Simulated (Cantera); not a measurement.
An adiabatic, constant-pressure homogeneous reactor starts with CH3OH : O2 : N2 = 1 : 1.25 : 4.7 (molar parts), at 1698 K and 7.20 atm.

Cantera simulation using GRI-Mech 3.0 (53 species, 325 reactions); the numbers are that mechanism's predictions, not measurements. GRI-Mech 3.0 was tuned for natural gas; its chemistry of methanol as a main component is partial and can be far from experiment.

One state of this run: T (K) = 2949; x CH3OH = <1e-12; x O2 = 0.00876; x NO2 = 2.62e-6; x H2O = 0.207; x CH2 = <1e-12; x C2H4 = <1e-12; x H = 0.00884. x: mole fraction; the columns are a selection and need not sum to one.

Problem. Which value of t (s) does it belong to?
A. 8.00
B. 3.73e-5
C. 1.22e-5
D. 4.00e-6

Solution. A, 8.00
